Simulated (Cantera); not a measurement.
A closed system holds: 1 mol SiHCl3, 0.16 mol Cl2, 97 mol H2, at 948 K.

These are equilibrium values from Cantera (NASA tables, ideal gas, pure condensed phases), not measurements of a reactor. Candidate condensed phases: Si; 19 gas species. Equilibrium is a limit: real reactors are often held back by kinetics, nucleation or transport.

Q: What share of the Si ends up in condensed phases as a function of P (Pa), at 100, 350, 1300, 4500, 16000, 56000, 200000?

A: 
```csv
P (Pa),Si condensed (%),as
100,55.6,Si(s)
350,45.5,Si(s)
1300,35.8,Si(s)
4500,27.6,Si(s)
16000,19.9,Si(s)
56000,12.7,Si(s)
200000,5.6,Si(s)
```
